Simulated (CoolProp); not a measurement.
Computed with CoolProp (reference Helmholtz-energy equation of state, Lemmon 2006). It is a short technical equation, of lower accuracy than the large ones.

Task: For C3F8 (R218), give the phase and the cp (kJ/(kg K)), viscosity (µPa s), Prandtl number at 89.85 °C and 0.101 MPa; 115.45 °C and 0.101 MPa; 166.85 °C and 0.101 MPa.

Result: 
- 89.85 °C and 0.101 MPa: gas; cp 0.885, viscosity 15.1, Prandtl number 0.752
- 115.45 °C and 0.101 MPa: gas; cp 0.917, viscosity 16.1, Prandtl number 0.738
- 166.85 °C and 0.101 MPa: gas; cp 0.974, viscosity 18.1, Prandtl number 0.710

Viscosity comes from a separate model (Huber 2003), an estimate that may be off by 10 % or more. Thermal conductivity comes from a separate model (Huber 2003), an estimate that may be off by 10 % or more.
